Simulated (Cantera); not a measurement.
# SiCl₄ + H₂O + H₂ (silicon oxide and oxynitride deposition)

Input: 1 mol SiCl₄, 1.4 mol H₂O, 9 mol H₂, held at 350 Pa.

Cantera equilibrium calculation (NASA polynomials, part measured and part estimated; ideal gas, pure solids and liquids). Candidate condensed phases: H₂O, Si, SiO₂; 30 gas species. The tables' values for SiCl₃ are old estimates; treat these amounts as uncertain. The tables hold silica as quartz up to 1696 K and as liquid above; real silica turns to tridymite and cristobalite and melts near 1996 K. Equilibrium is a limit: real reactors are often held back by kinetics, nucleation or transport.

From 400 °C to 500 °C the condensed part is SiO₂(α-quartz). From 600 °C to 1400 °C the condensed part is SiO₂(β-quartz). From 1500 °C to 1600 °C the condensed part is SiO₂(condensed). The main Si-bearing gas is SiCl₄ at 400 °C and SiO at 1600 °C.

```json
[
 {"T (°C)": "400", "log p H₂": "-2.58", "log p HCl": "-3.09", "log p SiO": "<-14", "log p SiCl₄": "-4.06", "log p H₂O": "-11.47", "log p SiCl₂": "<-14", "n SiO₂(α-quartz)": "0.700", "n SiO₂(β-quartz)": "0", "n SiO₂(condensed)": "0"},
 {"T (°C)": "500", "log p H₂": "-2.58", "log p HCl": "-3.09", "log p SiO": "<-14", "log p SiCl₄": "-4.06", "log p H₂O": "-10.82", "log p SiCl₂": "-11.51", "n SiO₂(α-quartz)": "0.700", "n SiO₂(β-quartz)": "0", "n SiO₂(condensed)": "0"},
 {"T (°C)": "600", "log p H₂": "-2.58", "log p HCl": "-3.09", "log p SiO": "<-14", "log p SiCl₄": "-4.06", "log p H₂O": "-10.31", "log p SiCl₂": "-9.18", "n SiO₂(α-quartz)": "0", "n SiO₂(β-quartz)": "0.700", "n SiO₂(condensed)": "0"},
 {"T (°C)": "700", "log p H₂": "-2.58", "log p HCl": "-3.09", "log p SiO": "-11.77", "log p SiCl₄": "-4.07", "log p H₂O": "-9.91", "log p SiCl₂": "-7.35", "n SiO₂(α-quartz)": "0", "n SiO₂(β-quartz)": "0.700", "n SiO₂(condensed)": "0"},
 {"T (°C)": "800", "log p H₂": "-2.59", "log p HCl": "-3.09", "log p SiO": "-9.35", "log p SiCl₄": "-4.10", "log p H₂O": "-9.58", "log p SiCl₂": "-5.89", "n SiO₂(α-quartz)": "0", "n SiO₂(β-quartz)": "0.700", "n SiO₂(condensed)": "0"},
 {"T (°C)": "900", "log p H₂": "-2.59", "log p HCl": "-3.07", "log p SiO": "-7.43", "log p SiCl₄": "-4.24", "log p H₂O": "-9.21", "log p SiCl₂": "-4.83", "n SiO₂(α-quartz)": "0", "n SiO₂(β-quartz)": "0.700", "n SiO₂(condensed)": "0"},
 {"T (°C)": "1000", "log p H₂": "-2.60", "log p HCl": "-3.04", "log p SiO": "-6.03", "log p SiCl₄": "-4.68", "log p H₂O": "-8.71", "log p SiCl₂": "-4.31", "n SiO₂(α-quartz)": "0", "n SiO₂(β-quartz)": "0.698", "n SiO₂(condensed)": "0"},
 {"T (°C)": "1100", "log p H₂": "-2.61", "log p HCl": "-3.02", "log p SiO": "-4.99", "log p SiCl₄": "-5.37", "log p H₂O": "-8.14", "log p SiCl₂": "-4.18", "n SiO₂(α-quartz)": "0", "n SiO₂(β-quartz)": "0.682", "n SiO₂(condensed)": "0"},
 {"T (°C)": "1200", "log p H₂": "-2.62", "log p HCl": "-3.00", "log p SiO": "-4.22", "log p SiCl₄": "-6.21", "log p H₂O": "-7.52", "log p SiCl₂": "-4.31", "n SiO₂(α-quartz)": "0", "n SiO₂(β-quartz)": "0.591", "n SiO₂(condensed)": "0"},
 {"T (°C)": "1300", "log p H₂": "-2.64", "log p HCl": "-2.97", "log p SiO": "-3.85", "log p SiCl₄": "-7.48", "log p H₂O": "-6.69", "log p SiCl₂": "-5.00", "n SiO₂(α-quartz)": "0", "n SiO₂(β-quartz)": "0.438", "n SiO₂(condensed)": "0"},
 {"T (°C)": "1400", "log p H₂": "-2.65", "log p HCl": "-2.97", "log p SiO": "-3.79", "log p SiCl₄": "-9.23", "log p H₂O": "-5.68", "log p SiCl₂": "-6.19", "n SiO₂(α-quartz)": "0", "n SiO₂(β-quartz)": "0.395", "n SiO₂(condensed)": "0"},
 {"T (°C)": "1500", "log p H₂": "-2.65", "log p HCl": "-2.97", "log p SiO": "-3.75", "log p SiCl₄": "-10.82", "log p H₂O": "-4.79", "log p SiCl₂": "-7.27", "n SiO₂(α-quartz)": "0", "n SiO₂(β-quartz)": "0", "n SiO₂(condensed)": "0.340"},
 {"T (°C)": "1600", "log p H₂": "-2.68", "log p HCl": "-2.98", "log p SiO": "-3.63", "log p SiCl₄": "-12.05", "log p H₂O": "-4.11", "log p SiCl₂": "-8.05", "n SiO₂(α-quartz)": "0", "n SiO₂(β-quartz)": "0", "n SiO₂(condensed)": "0.104"}
]
```
log p: log10 of the partial pressure in bar; n: condensed amount in mol.
